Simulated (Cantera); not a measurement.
An isothermal plug-flow reactor at 650 K and 750 Torr (inlet), inlet velocity 2.2 m/s, active area per volume 2300 1/m; feed H2 : O2 : N2 = 0.023 : 0.14 : 0.79 (molar parts).

Computed with Cantera and Deutschmann's 1995 Pt surface mechanism with GRI-Mech 3.0 gas chemistry. Catalytic surfaces can have several steady states; this one follows from the mechanism file's or the stated starting coverage. Mass transfer to the wall is taken as infinitely fast.

Question: What does this change do: inlet velocity 2.2 to 4.6 m/s?

Answer: 
| quantity | before | after |
|---|---|---|
| x(H2) at z = 0.019 m | 7.87e-5 | 0.000233 |
| x(O2) at z = 0.019 m | 0.137 | 0.137 |
| x(H2O) at z = 0.019 m | 0.0243 | 0.0242 |
| θ(free Pt) at the exit | 0.00289 | 0.00420 |
| θ(O*) at the exit | 0.995 | 0.993 |
| θ(OH*) at the exit | 0.00236 | 0.00284 |
